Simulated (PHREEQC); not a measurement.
A solution holds 140 mmol/kgw NH3 and 0.034 mmol/kgw NaAlO2, at 8.5 °C. Closed to the air; pH follows from the charge balance.

Model: ion-association model, phreeqc.dat, run in PHREEQC.

Precipitation was switched off in this run.

Problem. What pH, ionic strength does the model give?

Solution. pH 11.76; ionic strength 0.00156 mol/kgw.

Problem. In which forms is N present?

Solution. NH3 99 %, NH4+ 1.1 % of the N.

Constants without temperature data keep their 25 °C values here.
